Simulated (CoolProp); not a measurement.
Octamethylcyclotetrasiloxane (D4) along the isotherm 346.85 °C: Z from the reference equation and from simpler models built on Tc = 313.4 °C, pc = 1.347 MPa, ω = 0.598; each cubic takes its own stable root.

Model: reference Helmholtz-energy equation of state, Thol 2015, in CoolProp.

| p (MPa) | phase | reference | van der Waals | Redlich-Kwong | Soave-Redlich-Kwong | Peng-Robinson |
|---|---|---|---|---|---|---|
| 1.5 | supercritical | 0.5923 | 0.5513 | 0.5568 | 0.6176 | 0.5872 |
| 2.99 | supercritical | 0.3746 | … | 0.4065 | 0.4412 | 0.4035 |
| 4.49 | supercritical | 0.4896 | 0.6393 | 0.5268 | 0.5515 | 0.5000 |
| 5.99 | supercritical | 0.6123 | 0.8036 | 0.6488 | … | 0.6062 |
| 7.48 | supercritical | 0.7330 | 0.9635 | 0.7673 | 0.7876 | 0.7112 |
| 8.98 | supercritical | 0.8527 | 1.121 | 0.8840 | 0.9033 | 0.8152 |
| 10.5 | supercritical | 0.9719 | … | 0.9998 | 1.018 | 0.9188 |
| 12 | supercritical | … | 1.432 | 1.112 | 1.130 | 1.019 |
| 13.5 | supercritical | 1.202 | 1.584 | 1.223 | 1.240 | 1.119 |

Q: Complete the blanks.

A: 
- 2.99, van der Waals: 0.4736
- 5.99, Soave-Redlich-Kwong: 0.6705
- 10.5, van der Waals: 1.279
- 12, reference: 1.088
